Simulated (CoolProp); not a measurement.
Vapour-liquid equilibrium of cyclohexane (1) + n-dodecane (2) at 0.0473 MPa; x and y are mole fractions of (1).

Model: multi-fluid Helmholtz-energy mixture model, Zhou 2014 and Lemmon 2004; pair parameters Bell 2016, in CoolProp.

**Question.** Give the bubble temperature and the first vapour's composition at x = 0.2, 0.5, 0.8. Is there an azeotrope?

**Answer.** x = 0.2: 390.1 K, y = 0.924; x = 0.5: 353.6 K, y = 0.992; x = 0.8: 337.3 K, y = 0.999. No azeotrope shows between x = 0.05 and 0.95.

Pair parameters are fitted to limited data, so mixtures are less certain than the pure fluids.
